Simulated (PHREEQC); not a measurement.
Dissolve 0.0016 mol/kgw Na2SiF6 and 0.0066 mol/kgw NiSO4 at 25 °C. Closed to the air; pH follows from the charge balance.

The numbers come from PHREEQC with the ion-association model, wateq4f.dat.

Precipitation was switched off in this run.

Q: What pH does the model give?

A: pH 3.26.

Q: In which forms is S present?

A: SO4-2 75 %, NiSO4 22 %, HSO4- 2.6 %, NaSO4- 0.7 % of the S.

Examples of supersaturated solids here: Quartz (slow to form), Chalcedony (slow to form). Others may be too. SiF6-2 is the database's only silicon fluoride.
